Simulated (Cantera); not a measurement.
An adiabatic, constant-volume homogeneous reactor starts with H2 : O2 : N2 = 1 : 0.333 : 1.25 (molar parts), equivalence ratio 1.5, at 1525 K and 101000 Pa.

Model: GRI-Mech 3.0 (53 species, 325 reactions), integrated in Cantera. Above 3000 K some thermodynamic fits are extrapolated.

Q: Predict: time of steepest temperature rise; temperature at 0.500 s; equilibrium temperature; x(H2) at 0.500 s; x(O2) at 0.500 s; x(O) at 0.500 s; x(NO) at 0.500 s; x(NO2) at 0.500 s; x(OH) at 0.500 s; x(HO2) at 0.500 s.

A: 
```json
{
  "time_of_steepest_temperature_rise": "12.1 µs",
  "temperature at 0.500 s": "3009 K",
  "equilibrium_temperature": "3009 K",
  "x(H2) at 0.500 s": "0.147 (gas-phase equilibrium 0.147)",
  "x(O2) at 0.500 s": "0.00317 (gas-phase equilibrium 0.00317)",
  "x(O) at 0.500 s": "0.00489 (gas-phase equilibrium 0.00489)",
  "x(NO) at 0.500 s": "0.00486 (gas-phase equilibrium 0.00486)",
  "x(NO2) at 0.500 s": "4.63e-7 (gas-phase equilibrium 4.63e-7)",
  "x(OH) at 0.500 s": "0.0253 (gas-phase equilibrium 0.0253)",
  "x(HO2) at 0.500 s": "3.34e-6 (gas-phase equilibrium 3.34e-6)"
}
```
